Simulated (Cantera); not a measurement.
Input (Python, Cantera) and output of one run.

```python
import numpy as np
import cantera as ct

gas_names = """
    CL CL2 H HCL H2 Si SiCL SiCL2 SiCL3 SiCL4 SiH SiHCL3 SiH2 SiH2CL2 SiH3 SiH3CL SiH4 Si2 Si3
""".split()
cond_names = """
    Si(cr) Si(L)
""".split()


def load(file, names, dense=False):
    # The tables refer to 1 bar. Condensed volumes are neglected.
    table = {s.name: s for s in ct.Species.list_from_file(file)}
    out = []
    for n in names:
        d = dict(table[n].input_data)
        d["thermo"] = dict(d["thermo"], **{"reference-pressure": 1e5})
        if dense:
            d["equation-of-state"] = {"model": "constant-volume", "density": "1e6 g/cm^3"}
        out.append(ct.Species.from_dict(d))
    return out


gas = ct.Solution(thermo="ideal-gas", species=load("nasa_gas.yaml", gas_names))
cond = {s.name: ct.Solution(thermo="fixed-stoichiometry", species=[s], name=s.name)
        for s in load("nasa_condensed.yaml", cond_names, dense=True)}
atoms = {
    'SiH2Cl2': {'Si': 1, 'H': 2, 'CL': 2},
    'Cl2': {'CL': 2},
    'H2': {'H': 2},
}
top_T = {}  # K; cautious upper limits of use, not melting points


def equilibrate(T, P, feed):
    n = {}
    for name, mol in feed.items():
        for a, k in atoms[name].items():
            n[a] = n.get(a, 0.0) + k * mol
    gas.TPX = T, P, n
    mass = sum(n.values()) * gas.mean_molecular_weight
    gas.equilibrate("TP")
    valid = [c for c in cond.values() if c.min_temp <= T <= top_T.get(c.name, c.max_temp)]
    mix = ct.Mixture([(gas, mass / gas.mean_molecular_weight)] + [(c, 0.0) for c in valid])
    mix.T, mix.P = T, P
    mix.equilibrate("TP", solver="gibbs", rtol=1e-10, max_steps=50000)
    return mix


results = []
T = 1000  # K
P = 16000  # Pa
for m in [3.7, 12, 20, 27, 35, 43, 51, 59, 67, 75, 83]:
    feed = {'SiH2Cl2': 1, 'Cl2': 0.071, 'H2': m}  # mol
    mix = equilibrate(T, P, feed)
    results.append((T, P, feed, dict(zip(mix.species_names, mix.species_moles))))

top = {s: max(r[3][s] / sum(r[3][g] for g in gas_names) for r in results) for s in gas_names}
cols = sorted((s for s in top if top[s] > 0.0001), key=lambda s: -top[s])[:7]
seen = [c for c in cond_names if any(r[3].get(c, 0) > 1e-12 for r in results)]
print("log10 of partial pressures in bar; condensed amounts in mol")
print(f"{'n(H2)':>10s}" + "".join(f"{s[:9]:>10s}" for s in cols + seen))
for T, P, feed, n in results:
    ng = sum(n[g] for g in gas_names)
    print(f"{feed['H2']:10.4g}" + "".join(f"{np.log10(max(n[s] / ng * P / 1e5, 1e-99)):10.3f}" for s in cols)
          + "".join(f"{n.get(c, 0):10.4g}" for c in seen))
```

It prints:

```
log10 of partial pressures in bar; condensed amounts in mol
     n(H2)        H2     SiCL4    SiHCL3       HCL     SiCL3   SiH2CL2     SiCL2    Si(cr)
       3.7    -0.853    -1.917    -2.349    -2.573    -3.682    -3.748    -4.063    0.4437
        12    -0.820    -2.387    -2.685    -2.674    -4.035    -3.950    -4.298    0.4567
        20    -0.812    -2.626    -2.860    -2.730    -4.214    -4.061    -4.417    0.4701
        27    -0.809    -2.775    -2.970    -2.765    -4.325    -4.133    -4.492    0.4816
        35    -0.806    -2.909    -3.070    -2.798    -4.426    -4.198    -4.559    0.4941
        43    -0.805    -3.020    -3.152    -2.825    -4.509    -4.251    -4.614    0.5061
        51    -0.804    -3.114    -3.222    -2.848    -4.580    -4.298    -4.661    0.5176
        59    -0.803    -3.197    -3.284    -2.868    -4.642    -4.338    -4.703    0.5287
        67    -0.802    -3.272    -3.340    -2.886    -4.698    -4.375    -4.740    0.5393
        75    -0.802    -3.339    -3.390    -2.903    -4.748    -4.408    -4.774    0.5495
        83    -0.801    -3.401    -3.436    -2.918    -4.795    -4.438    -4.805    0.5594
```

Cantera equilibrium calculation (NASA polynomials, part measured and part estimated; ideal gas, pure solids and liquids). The tables' values for SiCl3 are old estimates; treat these amounts as uncertain.
